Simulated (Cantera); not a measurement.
Mixture: CH₄ : O₂ : N₂ = 1 : 2 : 7.52 (molar parts), equivalence ratio 1.0, at 1.00 bar, adiabatic and at constant pressure. Ignition delay is the time to a rise of 400 K.

Cantera simulation using GRI-Mech 3.0 (53 species, 325 reactions); the numbers are that mechanism's predictions, not measurements.

What does this change do: constant volume in place of constant pressure?


| quantity | before | after |
|---|---|---|
| delay at 1223 K | 33.2 ms | 31.6 ms |
| delay at 1423 K | 2.66 ms | 2.52 ms |
| delay at 1623 K | 0.386 ms | 0.365 ms |
| delay at 1823 K | 96.5 µs | 90.8 µs |
| delay at 2023 K | 34.1 µs | 31.6 µs |
| apparent activation energy between 1923 and 2123 K | 160 kJ/mol | 160 kJ/mol |

What does this change do: O2 2 to 1.2 parts?


| quantity | before | after |
|---|---|---|
| delay at 1223 K | 33.2 ms | 72.0 ms |
| delay at 1423 K | 2.66 ms | 5.49 ms |
| delay at 1623 K | 0.386 ms | 0.668 ms |
| delay at 1823 K | 96.5 µs | 0.146 ms |
| delay at 2023 K | 34.1 µs | 48.7 µs |
| apparent activation energy between 1923 and 2123 K | 160 kJ/mol | 160 kJ/mol |

What does this change do: pressure from 1.00 bar to 19.0 bar?


```json
[
 {"quantity": "delay at 1223 K", "before": "33.2 ms", "after": "1.76 ms"},
 {"quantity": "delay at 1423 K", "before": "2.66 ms", "after": "0.215 ms"},
 {"quantity": "delay at 1623 K", "before": "0.386 ms", "after": "36.5 µs"},
 {"quantity": "delay at 1823 K", "before": "96.5 µs", "after": "8.24 µs"},
 {"quantity": "delay at 2023 K", "before": "34.1 µs", "after": "2.52 µs"},
 {"quantity": "apparent activation energy between 1923 and 2123 K", "before": "160 kJ/mol", "after": "180 kJ/mol"}
]
```
The pressure lies above the range GRI-Mech 3.0 was tuned for (to about 10 atm).
